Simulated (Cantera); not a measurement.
An isothermal, constant-pressure homogeneous reactor starts with CH4 : H2 = 1.7 : 1.8 (molar parts), at 1748 K and 10.00 Torr.

Detailed kinetics in Cantera: GRI-Mech 3.0 (53 species, 325 reactions). GRI-Mech 3.0 stops at C3 and has no aromatics, soot or wall deposition, so with more carbon than oxygen in the feed, carbon stays in small species such as C2H2 where larger ones or solid carbon would form. Radical loss at walls, strong at low pressure, is not modelled.

x: mole fraction; the columns are a selection and need not sum to one.

| t (s) | x CH4 | x H2 | x CH2 | x C2H2 | x C2H4 | x H |
|---|---|---|---|---|---|---|
| 4.00e-6 | 0.486 | 0.514 | <1e-12 | <1e-12 | <1e-12 | 9.03e-7 |
| 2.22e-5 | 0.486 | 0.514 | 7.36e-12 | <1e-12 | 1.46e-11 | 1.97e-6 |
| 0.000123 | 0.486 | 0.514 | 4.87e-10 | 8.98e-12 | 8.75e-9 | 5.34e-6 |
| 0.000684 | 0.485 | 0.514 | ___ | ___ | ___ | ___ |
| 0.00380 | 0.482 | 0.515 | 5.04e-7 | 2.50e-5 | 0.000370 | 0.000131 |
| 0.0211 | ___ | ___ | ___ | ___ | ___ | ___ |
| 0.117 | 0.112 | 0.760 | 2.35e-6 | 0.123 | 0.00151 | 0.000963 |
| 0.649 | 0.0169 | 0.824 | 9.61e-7 | 0.157 | 0.000105 | 0.00145 |
| 3.60 | 0.00189 | 0.834 | 1.87e-7 | 0.163 | 6.16e-5 | 0.00180 |
| 20.0 | 0.000420 | 0.835 | 4.34e-8 | 0.163 | 6.11e-5 | 0.00182 |

Problem. What belongs in the gaps?

Solution. 
- 0.000684, x CH2: 1.87e-8
- 0.000684, x C2H2: 1.54e-8
- 0.000684, x C2H4: 2.17e-6
- 0.000684, x H: 2.41e-5
- 0.0211, x CH4: 0.368
- 0.0211, x H2: 0.585
- 0.0211, x CH2: 4.47e-6
- 0.0211, x C2H2: 0.0249
- 0.0211, x C2H4: 0.0132
- 0.0211, x H: 0.000646
